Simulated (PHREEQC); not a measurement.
Solution (25 °C): 2.3 mmol/kgw Cd(NO3)2. Closed to the air; pH follows from the charge balance.

Model: ion-association model, phreeqc.dat, run in PHREEQC.

Q: The ionic strength comes out as 0.00686 mol/kgw. What activity coefficients do Cd+2, NO3-, CdNO3+ get?

A: Cd+2 0.70, NO3- 0.91, CdNO3+ 0.92.

This is a speciation only: nothing precipitates in the calculation.
